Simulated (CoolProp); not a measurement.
C2F6 (R116) along the isotherm 212.6 K: density (kg/m³) from the reference equation and from simpler models built on Tc = 293.0 K, pc = 3048 kPa, ω = 0.257; each cubic takes its own stable root.

Model: reference Helmholtz-energy equation of state, Lemmon 2006, in CoolProp. It is a short technical equation, of lower accuracy than the large ones.

```csv
p (kPa),phase,reference
3810,liquid,1546
7620,liquid,1566
11400,liquid,1584
15200,liquid,1601
19000,liquid,1616
22900,liquid,1630
26700,liquid,1644
30500,liquid,1656
```

Question: How far does each simpler model (van der Waals, Redlich-Kwong, Soave-Redlich-Kwong, Peng-Robinson) lie from the reference over these 8 states: mean and median of the absolute difference, and the worst?

Answer: 
- van der Waals: mean 32.1 %, median 31.6 %, worst -34.9 % at 212.6 K and 3810 kPa
- Redlich-Kwong: mean 5.0 %, median 4.7 %, worst -7.5 % at 212.6 K and 3810 kPa
- Soave-Redlich-Kwong: mean 2.8 %, median 2.7 %, worst -4.1 % at 212.6 K and 3810 kPa
- Peng-Robinson: mean 9.1 %, median 9.3 %, worst +9.5 % at 212.6 K and 30500 kPa
